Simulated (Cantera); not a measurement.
**Premixed flame**

A freely propagating, adiabatic, planar premixed flame of H2 : O2 : N2 = 1 : 0.746 : 2.81 (molar parts), unburnt at 675 K and 4.93 atm; multicomponent transport, grid criteria slope 0.08 and curve 0.16, no radiation.

Computed with Cantera and the H2/O2 subset of GRI-Mech 3.0, which has no nitrogen chemistry. The hydrogen kinetics of GRI-Mech 3.0 are dated; newer H2 mechanisms differ, most at raised pressure. Burning velocities carry a grid error of a few per cent, more on coarse grids. Lean hydrogen flames are cellular in practice and burn faster than this planar one.

| z (mm) | T (K) | u (m/s) | x H2 | x O2 | x H2O2 | x O | x OH | x HO2 |
|---|---|---|---|---|---|---|---|---|
| -0.177 | 675 | 4.96 | 0.219 | 0.164 | <1e-8 | <1e-8 | <1e-8 | <1e-8 |
| -0.118 | 675 | 4.95 | 0.219 | 0.164 | <1e-8 | <1e-8 | <1e-8 | 3.20e-8 |
| -0.0886 | 675 | 4.95 | 0.218 | 0.164 | 1.56e-8 | <1e-8 | <1e-8 | 4.33e-7 |
| -0.0590 | 677 | 4.94 | 0.215 | 0.165 | 4.84e-7 | 1.06e-7 | <1e-8 | 1.29e-5 |
| -0.0295 | 752 | 5.34 | 0.187 | 0.167 | 3.79e-5 | 2.58e-5 | 9.53e-5 | 0.000650 |
| -0.0148 | 1019 | 7.02 | 0.142 | 0.157 | 7.49e-5 | 0.000528 | 0.000995 | 0.000651 |
| 0 | 1399 | 9.44 | 0.0802 | 0.124 | 2.09e-5 | 0.00348 | 0.00381 | 0.000366 |
| 0.0148 | 1676 | 11.2 | 0.0369 | 0.0892 | 5.48e-6 | 0.00716 | 0.00877 | 0.000205 |
| 0.0295 | 1835 | 12.2 | 0.0198 | 0.0726 | 3.36e-6 | 0.00832 | 0.0122 | 0.000128 |
| 0.0590 | 1993 | 13.2 | 0.0111 | 0.0643 | 2.02e-6 | 0.00674 | 0.0137 | 6.99e-5 |
| 0.118 | 2116 | 13.9 | 0.00638 | 0.0620 | 1.27e-6 | 0.00381 | 0.0120 | 3.43e-5 |
| 0.236 | 2193 | 14.4 | 0.00299 | 0.0615 | 8.23e-7 | 0.00174 | 0.00886 | 1.58e-5 |
| 0.472 | 2229 | 14.6 | 0.00127 | 0.0617 | 5.86e-7 | 0.000747 | 0.00609 | 8.45e-6 |
x: mole fraction of selected species; z is measured from the peak of heat release.

```
Item                         Result
------------------------  ---------
laminar burning velocity   496 cm/s
thermal thickness         0.0590 mm
peak x(H2O2)                7.61e-5
peak x(O)                   0.00833
peak x(OH)                   0.0137
peak x(HO2)                0.000795
```
